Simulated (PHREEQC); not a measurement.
Dissolve 0.001 mol CaSO4, 4.6e-05 mol CO2 and 0.00071 mol H4SiO4 per kg of water at 25 °C. Closed to the air; pH follows from the charge balance.

Equilibrium calculation in PHREEQC: ion-association model, wateq4f.dat.

This is a speciation only: nothing precipitates in the calculation.

### Question
What pH does the model give?

### Answer
pH 5.38.

### Question
In which forms is S present?

### Answer
SO4-2 90 %, CaSO4 9.7 % of the S.

Examples of supersaturated solids here: Quartz (slow to form), Chalcedony (slow to form). Others may be too. Complexes and solids missing from the database can't appear.
